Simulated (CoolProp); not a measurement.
A single-stage vapour-compression cycle with the fluid: evaporating at 235.15 K (dew point), condensing at 289.15 K (bubble point), superheat 2 K, subcooling 5 K, compressor efficiency 0.7, no pressure losses. The same conditions are run with several fluids, on thermodynamics alone (safety and materials aside).

Values from CoolProp's reference Helmholtz-energy equation of state of each fluid (R143a: Lemmon and Jacobsen 2000; sulfur hexafluoride: Guder 2009; hydrogen sulfide: Lemmon 2006; sulfur dioxide: Gao 2016; hydrogen chloride: Thol 2018; carbon dioxide: Span 1996).

```json
[
 {"fluid": "R143a", "cooling COP": "2.40", "pressure ratio": "6.44", "discharge temperature (K)": "(withheld)", "refrigerating effect (kJ/kg)": "151", "volumetric capacity (kJ/m³)": "1060"},
 {"fluid": "sulfur hexafluoride", "cooling COP": "2.06", "pressure ratio": "5.17", "discharge temperature (K)": "301.5", "refrigerating effect (kJ/kg)": "59.2", "volumetric capacity (kJ/m³)": "1780"},
 {"fluid": "hydrogen sulfide", "cooling COP": "2.45", "pressure ratio": "5.77", "discharge temperature (K)": "412.6", "refrigerating effect (kJ/kg)": "420", "volumetric capacity (kJ/m³)": "2120"},
 {"fluid": "sulfur dioxide", "cooling COP": "2.47", "pressure ratio": "11.8", "discharge temperature (K)": "455.6", "refrigerating effect (kJ/kg)": "348", "volumetric capacity (kJ/m³)": "277"},
 {"fluid": "hydrogen chloride", "cooling COP": "2.23", "pressure ratio": "4.68", "discharge temperature (K)": "(withheld)", "refrigerating effect (kJ/kg)": "293", "volumetric capacity (kJ/m³)": "5020"},
 {"fluid": "carbon dioxide", "cooling COP": "2.01", "pressure ratio": "4.82", "discharge temperature (K)": "(withheld)", "refrigerating effect (kJ/kg)": "211", "volumetric capacity (kJ/m³)": "5840"}
]
```

Problem. Complete the blanks.

Solution. 
- R143a, discharge temperature (K): 319.5
- hydrogen chloride, discharge temperature (K): 407.3
- carbon dioxide, discharge temperature (K): 375.3
